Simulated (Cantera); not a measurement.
Input (Python, Cantera) and output of one run.

```python
import numpy as np
import cantera as ct

gas_names = [...]  # 148 gases of nasa_gas.yaml made of Al, C, H, N, O
cond_names = """
    AL(cr) AL(L) ALN(s) AL2O3(a) AL2O3(L) C(gr) C6H6(L) C7H8(L) C8H18(L),n-octa H2O(s) H2O(L)
""".split()


# ... load() reads the species with a 1 bar reference pressure and builds the phases ...
atoms = {
    'Al(CH3)3': {'AL': 1, 'C': 3, 'H': 9},
    'N2O': {'N': 2, 'O': 1},
    'H2': {'H': 2},
    'H2O': {'H': 2, 'O': 1},
}
top_T = {'ALN(s)': 2750, 'C(gr)': 4500}  # K; cautious upper limits of use, not melting points


# ... equilibrate(T, P, feed) seeds the gas with the atoms and calls Mixture.equilibrate('TP', solver="vcs", rtol=1e-11, max_steps=5000) ...
results = []
feed = {'Al(CH3)3': 1, 'N2O': 2.5, 'H2': 49, 'H2O': 0.37}  # mol
T = 2123  # K
P = 133.322  # Pa
mix = equilibrate(T, P, feed)
results.append((T, P, feed, dict(zip(mix.species_names, mix.species_moles))))
x = sorted(zip(gas.X, gas.species_names), reverse=True)
print(f"T = {T:g} K  P = {P:g} Pa  gas = {mix.phase_moles(0):.4g} mol")
print("   x: " + "  ".join(f"{s} {v:.3e}" for v, s in x if v > 1e-06))
print("   condensed (mol): " + ("  ".join(f"{mix.phase(i).name} {mix.phase_moles(i):.4g}"
      for i in range(1, mix.n_phases) if mix.phase_moles(i) > 1e-12) or "none"))
```

It prints:

```
T = 2123 K  P = 133.322 Pa  gas = 63.02 mol
   x: H2 8.095e-01  H 8.840e-02  CO 4.554e-02  N2 3.883e-02  AL 1.575e-02  HCN 1.562e-03  C2H2,acetylene 1.923e-04  ALH 1.122e-04  HNC 1.095e-04  CN 5.231e-06
   condensed (mol): none
```

Equilibrium computed with Cantera from the NASA thermochemical tables; the gas is ideal and each condensed phase is pure. The feed counts by its element totals alone.
